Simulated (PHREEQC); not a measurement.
3.1 g of hydrous ferric oxide (600 m²/g; 0.2 weak and 0.005 strong sites per Fe, Dzombak-Morel constants, diffuse double layer) in 1 kg of water with 0.3 mol/kgw of an inert sodium salt, at 25 °C; the pH is set by adding NaOH or the inert anion's acid. Oxygen alone is held at its pressure in air (log pO2 = -0.68). No CO2 enters from the air. Precipitation was switched off in this run.

The numbers come from PHREEQC with the ion-association model, wateq4f.dat.

Q: Predict surface charge σ (C/m²) at pH = 4, 4.5, 5.5, 7.5, 9.5.

A: 
```json
[
 {"pH": "4", "surface charge σ (C/m²)": "0.349"},
 {"pH": "4.5", "surface charge σ (C/m²)": "0.319"},
 {"pH": "5.5", "surface charge σ (C/m²)": "0.211"},
 {"pH": "7.5", "surface charge σ (C/m²)": "0.034"},
 {"pH": "9.5", "surface charge σ (C/m²)": "-0.087"}
]
```
